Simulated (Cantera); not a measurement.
Cantera with NASA thermochemical tables; ideal gases at 1 bar, condensed phases pure. Values are per mole of reaction as written; species without (g) are pure solids or liquids, kept so even where they would boil at 1 bar.

CS2(g) + 2 Mg(g) → C + 2 MgS, with ΔH° = -1102.6 kJ and ΔS° = -428.8 J/K at 300 K.

Q: How far is the shortcut ΔG° ≈ ΔH°(300 K) − T·ΔS°(300 K) from the full temperature-dependent value at 373, 398, 423, 448, 473, 498, 523, 548 K?

A: 
| T (K) | shortcut (kJ) | full (kJ) | difference (kJ) | difference in log10 K |
|---|---|---|---|---|
| 373 | -942.6 | -942.7 | 0.1 | -0.02 |
| 398 | -931.9 | -932.1 | 0.2 | -0.03 |
| 423 | -921.2 | -921.5 | 0.3 | -0.04 |
| 448 | -910.5 | -910.9 | 0.4 | -0.05 |
| 473 | -899.7 | -900.4 | 0.6 | -0.07 |
| 498 | -889.0 | -889.8 | 0.8 | -0.08 |
| 523 | -878.3 | -879.3 | 1.0 | -0.10 |
| 548 | -867.6 | -868.8 | 1.2 | -0.12 |
The shortcut ignores the heat-capacity change of the reaction.
